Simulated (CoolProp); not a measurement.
Properties of CF4 (R14) along the isotherm 174.6 K (Tc = 227.4 K, pc = 3.762 MPa, ω = 0.178).

The numbers come from the reference Helmholtz-energy equation of state, Platzer 1990 in CoolProp. This equation is an older, rougher fit; its heat capacities, sound speeds and derivatives of the liquid may be far off and weren't checked against measurements.

| p (MPa) | phase | viscosity (µPa s) | conductivity (mW/(m K)) |
|---|---|---|---|
| 2.89 | liquid | 149 | 75.5 |
| 5.79 | liquid | 156 | 77.9 |
| 8.68 | liquid | 161 | 80.0 |
| 11.6 | liquid | … | 82.1 |
| 14.5 | liquid | 172 | … |
| 17.4 | liquid | 177 | 85.8 |
| 20.3 | liquid | 182 | 87.5 |
| 23.2 | liquid | 187 | … |
| 26 | liquid | 191 | 90.7 |
| 28.9 | liquid | 196 | 92.3 |
| 31.8 | liquid | … | 93.7 |
| 34.7 | liquid | 205 | 95.2 |
| 37.6 | liquid | 209 | 96.6 |

Problem. Complete the blanks.

Solution. 
- 11.6, viscosity (µPa s): 167
- 14.5, conductivity (mW/(m K)): 84.0
- 23.2, conductivity (mW/(m K)): 89.2
- 31.8, viscosity (µPa s): 200

Viscosity comes from a separate model (Huber 2003), an estimate that may be off by 10 % or more. Thermal conductivity comes from a separate model (Huber 2003), an estimate that may be off by 10 % or more.
